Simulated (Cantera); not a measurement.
What does this Cantera script print?

```python
import numpy as np
import cantera as ct

gas_names = [...]  # 71 gases of nasa_gas.yaml made of F, H, O, S
cond_names = """
    H2O(s) H2O(L) H2SO4(L) S(cr1) S(cr2) S(L)
""".split()


# ... load() reads the species with a 1 bar reference pressure and builds the phases ...
atoms = {
    'SF6': {'S': 1, 'F': 6},
    'H2': {'H': 2},
    'O2': {'O': 2},
}
top_T = {}  # K; cautious upper limits of use, not melting points


# ... equilibrate(T, P, feed) seeds the gas with the atoms and calls Mixture.equilibrate('TP', solver="vcs", rtol=1e-11, max_steps=5000) ...
results = []
feed = {'SF6': 1, 'H2': 0.1, 'O2': 2.2}  # mol
P = 10000  # Pa
for T in [3000, 3500, 4000, 4500, 5000]:
    mix = equilibrate(T, P, feed)
    results.append((T, P, feed, dict(zip(mix.species_names, mix.species_moles))))

top = {s: max(r[3][s] / sum(r[3][g] for g in gas_names) for r in results) for s in gas_names}
cols = sorted((s for s in top if top[s] > 1e-06), key=lambda s: -top[s])[:8]
seen = [c for c in cond_names if any(r[3].get(c, 0) > 1e-12 for r in results)]
print("log10 of partial pressures in bar; condensed amounts in mol")
print(f"{'T/K':>10s}" + "".join(f"{s[:9]:>10s}" for s in cols + seen))
for T, P, feed, n in results:
    ng = sum(n[g] for g in gas_names)
    print(f"{T:10.4g}" + "".join(f"{np.log10(max(n[s] / ng * P / 1e5, 1e-99)):10.3f}" for s in cols)
          + "".join(f"{n.get(c, 0):10.4g}" for c in seen))
```

Output:

```
log10 of partial pressures in bar; condensed amounts in mol
       T/K         F         O        O2         S       SO2        SO        HF         H
      3000    -1.188    -1.940    -1.988    -3.284    -2.183    -2.393    -2.652    -5.275
      3500    -1.255    -1.532    -2.450    -2.342    -3.148    -2.376    -2.758    -3.832
      4000    -1.283    -1.436    -3.217    -2.104    -4.764    -3.044    -3.098    -3.026
      4500    -1.286    -1.424    -3.940    -2.072    -6.303    -3.779    -3.757    -2.810
      5000    -1.286    -1.422    -4.534    -2.067    -7.573    -4.399    -4.420    -2.773
```

Method: chemical equilibrium by Gibbs-energy minimisation in Cantera with the NASA 1993 tables (ideal gas, pure condensed phases).
